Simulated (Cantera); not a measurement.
A closed system holds: 1 mol B2O3, 25 mol N2, equilibrated at 2198 K and 0.0790 bar.

Equilibrium computed with Cantera from the NASA thermochemical tables; the gas is ideal and each condensed phase is pure. Candidate condensed phases: B, BN, B2O3; 17 gas species. Rates play no part.

Base state: N2 0.960, B2O3 0.0368, BO 0.00153, BO2 0.00144, NO 8.61e-5, B2O2 8.37e-5, O 2.70e-5 (mole fractions); condensed: gas only.

### Question
What changes in the equilibrium state with this change: 1.5 mol NH3 added?

### Answer
| species | before | after |
|---|---|---|
| N2 | 0.960 | 0.883 |
| H2 | 0 | 0.0632 |
| B2O3 | 0.0368 | 0.0193 |
| HBO2 | 0 | 0.0135 |
| HBO | 0 | 0.00677 |
| H | 0 | 0.00498 |
| H2O | 0 | 0.00130 |
| OH | 0 | 1.43e-5 |
Further candidate phases: B3O3H3, H2O.

### Question
What changes in the equilibrium state with this change: 0.15 mol H2 added?

### Answer
```json
[
 {"species": "N2", "before": "0.960", "after": "0.953"},
 {"species": "B2O3", "before": "0.0368", "after": "0.0318"},
 {"species": "HBO2", "before": "0", "after": "0.00572"},
 {"species": "H2", "before": "0", "after": "0.00189"},
 {"species": "H", "before": "0", "after": "0.000861"},
 {"species": "HBO", "before": "0", "after": "0.000784"}
]
```
Further candidate phases: B3O3H3, H2O.

### Question
What changes in the equilibrium state with this change: pressure from 0.0790 bar to 0.960 bar?

### Answer
```
species   before     after
-------  -------  --------
N2         0.960     0.961
B2O3      0.0368    0.0379
BO2      0.00144  0.000467
BO       0.00153  0.000399
O        2.70e-5   2.76e-6
NO       8.61e-5   3.07e-5
B2O2     8.37e-5   6.94e-5
```
